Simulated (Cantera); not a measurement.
Input: 1 mol TiO₂, 13 mol Cl₂, equilibrated at 1102 °C and 100000 Pa.

Method: chemical equilibrium by Gibbs-energy minimisation in Cantera with the NASA 1993 tables (ideal gas, pure condensed phases). Candidate condensed phases: Ti, TiCl₂, TiCl₃, TiCl₄, TiO, TiO₂, Ti₂O₃, Ti₃O₅, Ti₄O₇; 15 gas species. Rates play no part.

Base state: Cl₂ 0.952, Cl 0.0228, TiCl₄ 0.0127, O₂ 0.0126, ClO 7.48e-5 (mole fractions); condensed: TiO₂(rutile).

**Question.** What changes in the equilibrium state with this change: TiO₂ replaced by MgO?

**Answer.** 
| species | before | after |
|---|---|---|
| Cl₂ | 0.952 | 0.868 |
| MgCl₂ | 0 | 0.0733 |
| O₂ | 0.0126 | 0.0366 |
| TiCl₄ | 0.0127 | 0 |
| Cl | 0.0228 | 0.0218 |
| ClO | 7.48e-5 | 0.000122 |
| TiO₂(rutile), mol | 0.834 | 0 |
Further candidate phases: Mg, MgCl₂, MgO.

**Question.** What changes in the equilibrium state with this change: pressure from 100000 Pa to 13300 Pa?

**Answer.** 
```csv
species,before,after
Cl₂,0.952,0.914
Cl,0.0228,0.0612
TiCl₄,0.0127,0.0122
O₂,0.0126,0.0121
ClO,7.48e-5,7.19e-5
"TiO₂(rutile), mol",0.834,0.837
```
